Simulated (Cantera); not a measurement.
A closed system holds: 1 mol TEOS, 3.6 mol N₂O, 62 mol N₂, equilibrated at 0.133 bar.

Equilibrium computed with Cantera from the NASA thermochemical tables; the gas is ideal and each condensed phase is pure. Candidate condensed phases: C, C₆H₆, C₇H₈, C₈H₁₈, H₂O, Si, SiC, SiO₂, Si₂N₂O, Si₃N₄; 151 gas species. The feed counts by its element totals alone. Kinetics and transport are ignored.

Task: At 1227 °C, list the 4 most abundant gas species with their mole fractions, and the condensed phases.

Result: N₂ 0.792, H₂ 0.121, CO 0.0864, HCN 0.000328. Condensed: C(graphite) + Si₂N₂O(s).
